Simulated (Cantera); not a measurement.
**Carbothermic reduction: Ta2O5 + CH4 + CO**

Feed: 1 mol Ta2O5, a varied amount of CH4, 0.22 mol CO, at 2248 K and 29.0 Pa.

Method: chemical equilibrium by Gibbs-energy minimisation in Cantera with the NASA 1993 tables (ideal gas, pure condensed phases). Candidate condensed phases: C, C6H6, C7H8, C8H18, H2O, Ta, TaC, Ta2O5; 113 gas species. Mutual solubility and eutectic melting of coexisting phases are not modelled. TaC: taken at fixed stoichiometry. Condensed phases not in the tables: Ta2C, N, O or C dissolved in the metal. Rates play no part.

```
n(CH4) (mol)  log p H2  log p CO  log p H  log p TaO2  log p TaO  log p H2O  log p CO2  log p OH  n Ta(s)  n Ta2O5(l)  n TaC(s)
------------  --------  --------  -------  ----------  ---------  ---------  ---------  --------  -------  ----------  --------
0.43             -4.07     -4.04    -4.17       -4.43      -5.10      -6.44      -7.15     -7.37   0.0855       0.795         0
0.55             -4.05     -4.06    -4.16       -4.43      -5.10      -6.43      -7.17     -7.36    0.113       0.742         0
0.69             -4.04     -4.08    -4.15       -4.43      -5.10      -6.42      -7.19     -7.35    0.144       0.680         0
0.87             -4.03     -4.09    -4.15       -4.43      -5.10      -6.41      -7.20     -7.35    0.185       0.601         0
1.1              -4.02     -4.11    -4.15       -4.43      -5.10      -6.40      -7.22     -7.35    0.237       0.500         0
1.4              -4.02     -4.12    -4.14       -4.43      -5.10      -6.39      -7.23     -7.34    0.305       0.367         0
1.8              -4.01     -4.13    -4.14       -4.43      -5.10      -6.39      -7.24     -7.34    0.395       0.191         0
2.2              -4.01     -4.13    -4.14       -4.43      -5.10      -6.39      -7.24     -7.34    0.485      0.0150         0
2.8              -3.98     -4.11    -4.12       -4.61      -5.19      -6.44      -7.31     -7.41    0.782           0         0
3.6              -3.95     -4.09    -4.11       -4.91      -5.34      -6.56      -7.44     -7.55     1.20           0         0
4.5              -3.92     -4.08    -4.09       -5.50      -5.63      -6.83      -7.72     -7.83     1.69           0         0
5.7              -3.89     -4.11    -4.08       -9.99      -7.88      -9.05     -10.00    -10.06     1.30           0     0.701
```
log p: log10 of the partial pressure in bar; n: condensed amount in mol.

From 0.43 mol CH4 to 2.2 mol CH4 the condensed part is Ta(s) + Ta2O5(l). From 2.8 mol CH4 to 4.5 mol CH4 the condensed part is Ta(s). At 5.7 mol CH4 the condensed part is Ta(s) + TaC(s). The main Ta-bearing gas is TaO2 at 0.43 mol CH4 and TaO at 5.7 mol CH4. The share of Ta in condensed phases is highest at 5.7 mol CH4 (100.0 %) and lowest at 2.2 mol CH4 (25.8 %).
